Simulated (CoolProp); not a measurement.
Values from CoolProp's reference Helmholtz-energy equation of state, Kamei 1995.

Problem. For R22, give the phase and the speed of sound (m/s) at 226.85 °C and 0.25 MPa; 226.85 °C and 1.75 MPa; 226.85 °C and 2.5 MPa.

Solution. 
- 226.85 °C and 0.25 MPa: gas; speed of sound 232
- 226.85 °C and 1.75 MPa: gas; speed of sound 227
- 226.85 °C and 2.5 MPa: gas; speed of sound 224
